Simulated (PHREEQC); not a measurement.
A made-up water analysis in mg/L, 25 °C, pH 8.36, pe 0.9: Na 21.1; K 12.2; Ca 10.1; Mg 0.391; Cl 12.9; S(6) as SO4 16.5; Alkalinity as HCO3 40.9; Mn(2) 1.13; Si as SiO2 0.0201; Li 0.0369; Br 4.14.

Valence states are taken as typed.

Model: ion-association model, phreeqc.dat, run in PHREEQC.

Problem. The ionic strength comes out as 0.00204 mol/kgw. What activity coefficients do Ca+2, OH-, Br-, HCO3-, K+ get?

Solution. Ca+2 0.82, OH- 0.95, Br- 0.95, HCO3- 0.95, K+ 0.95.

This is a speciation only: nothing precipitates in the calculation. Examples of supersaturated solids here: Rhodochrosite. Others may be too. Complexes and solids missing from the database can't appear.
